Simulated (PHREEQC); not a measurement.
Brine: an equilibrium model

A solution holds 7.4 mol/kgw KOH and 0.3 mol/kgw CaCl2, at 38 °C and 100 atm. Closed to the air; pH follows from the charge balance.

Model: Pitzer model, pitzer.dat, run in PHREEQC.

Each row changes one thing in this solution. Precipitation was switched off in this run.

| case | pH | SI of Sylvite (KCl) |
|---|---|---|
| as made | 15.47 | -0.42 |
| 0.02 mol/kgw Ca(OH)2 added | 15.47 | -0.41 |
| diluted 2-fold with water | 14.39 | -1.30 |
| diluted 5-fold with water | 13.66 | -2.19 |
| temperature from 38 to 45 °C | 15.26 | -0.47 |

In brines, pH and single-ion activities rest on the MacInnes convention. Under pressure, the constants of complexes without a molar volume in the database are unreliable. Constants without temperature data keep their 25 °C values here.
